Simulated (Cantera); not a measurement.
Charge: 1 mol Si₃N₄, 0.2 mol H₂O, 900 mol N₂, 1.3 mol CO₂, held at 2000 K.

Equilibrium computed with Cantera from the NASA thermochemical tables; the gas is ideal and each condensed phase is pure. Candidate condensed phases: C, C₆H₆, C₇H₈, C₈H₁₈, H₂O, Si, SiC, SiO₂, Si₂N₂O, Si₃N₄; 151 gas species. Mutual solubility and eutectic melting of coexisting phases are not modelled. The tables' values for SiN are old estimates; treat these amounts as uncertain. The numbers say what is thermodynamically allowed, not how fast it happens.

x: gas mole fraction; n: condensed amount in mol.

| P (Pa) | x N₂ | x SiO | x Si | x CO | x H | n SiC(s) | n Si₃N₄(s) | n Si₂N₂O(s) |
|---|---|---|---|---|---|---|---|---|
| 0.100 | 0.995 | 0.00165 | 0.00165 | 0.00143 | 0.000441 | 0 | 0 | 0 |
| 1.50 | 0.995 | 0.00165 | 0.00165 | 0.00143 | 0.000439 | 0 | 0 | 0 |
| 22 | 0.995 | 0.00165 | 0.00165 | 0.00143 | 0.000413 | 0 | 0 | 0 |
| 320 | 0.995 | 0.00166 | 0.00161 | 0.00143 | 0.000266 | 0 | 0 | 0 |
| 4600 | 0.996 | [?] | 0.000747 | 0.00106 | 9.73e-5 | 0.312 | 0 | 0 |
| 68000 | 0.997 | [?] | 2.49e-5 | 0.00143 | 2.80e-5 | 0 | 0.485 | 0 |
| 1000000 | 0.998 | [?] | 2.82e-7 | 0.00142 | 7.37e-6 | 0 | 0.0274 | 1.40 |

Problem. What belongs in the gaps?

Solution. 
- 4600, x SiO: 0.00204
- 68000, x SiO: 0.00167
- 1000000, x SiO: 0.000141
